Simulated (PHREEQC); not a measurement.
Synthetic water in mg/L, 25 °C, pH 5.6, pe 0.5:

```tsv
constituent	mg/L
Na	0.676
K	1.99
Ca	1.56
Mg	0.216
Cl	2.45
S(6) as SO4	4.5
Alkalinity as HCO3	1.13
Mn(2)	0.00315
F	0.0043
```

Valence states are taken as typed.

Computed with PHREEQC (ion-association model, wateq4f.dat).

This is a speciation only: nothing precipitates in the calculation.

**Question.** Predict the charge-balance error.

**Answer.** charge-balance error -1.5 %.

**Question.** In which forms is C present?

**Answer.** CO2 85 %, HCO3- 15 % of the C.
